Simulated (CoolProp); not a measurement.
Octamethyltrisiloxane (MDM) along the isotherm 301.85 °C: density (kg/m³) from the reference equation and from simpler models built on Tc = 292.2 °C, pc = 1.438 MPa, ω = 0.528; each cubic takes its own stable root.

The numbers come from the reference Helmholtz-energy equation of state, Thol 2017 in CoolProp.

```csv
p (MPa),phase,reference
0.0653,gas,3.278
0.131,gas,6.675
0.196,gas,10.14
0.261,gas,13.73
0.327,gas,17.50
0.392,gas,21.35
0.457,gas,25.36
0.523,gas,29.60
0.588,gas,33.97
0.653,gas,38.55
0.719,gas,43.45
```

**Question.** How far does each simpler model (ideal gas, van der Waals, Redlich-Kwong, Soave-Redlich-Kwong, Peng-Robinson) lie from the reference over these 11 states: mean and median of the absolute difference, and the worst?

**Answer.** 
- ideal gas: mean 9.4 %, median 9.2 %, worst -18.1 % at 301.85 °C and 0.719 MPa
- van der Waals: mean 1.0 %, median 0.9 %, worst -2.0 % at 301.85 °C and 0.719 MPa
- Redlich-Kwong: mean 0.2 %, median 0.2 %, worst +0.3 % at 301.85 °C and 0.588 MPa
- Soave-Redlich-Kwong: mean 0.1 %, median 0.1 %, worst -0.2 % at 301.85 °C and 0.719 MPa
- Peng-Robinson: mean 1.1 %, median 1.2 %, worst +2.0 % at 301.85 °C and 0.719 MPa
